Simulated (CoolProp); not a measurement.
Hexamethyldisiloxane (MM) along the isotherm 546.1 K: fugacity coefficient from the reference equation and from simpler models built on Tc = 518.7 K, pc = 1931 kPa, ω = 0.418; each cubic takes its own stable root.

Computed with CoolProp (reference Helmholtz-energy equation of state, Thol 2016).

```tsv
p (kPa)	phase	reference	van der Waals	Redlich-Kwong	Soave-Redlich-Kwong	Peng-Robinson
15.3	gas	0.9976	0.9979	0.9977	0.9978	0.9975
27.1	gas	0.9958	0.9963	0.9959	0.9961	0.9955
48.3	gas	0.9926	0.9935	0.9927	0.9930	0.9921
85.9	gas	0.9868	0.9884	0.9870	0.9875	0.9859
153	gas	0.9765	0.9793	0.9769	0.9778	0.9750
271	gas	0.9585	0.9634	0.9592	0.9609	0.9560
483	gas	0.9266	0.9349	0.9277	0.9307	0.9224
859	gas	0.8709	0.8845	0.8728	0.8782	0.8645
1530	gas	0.7748	0.7942	0.7769	0.7867	0.7657
2710	supercritical	0.6116	0.6182	0.6051	0.6283	0.6018
4830	supercritical	0.4208	0.4447	0.4227	0.4472	0.4201
```
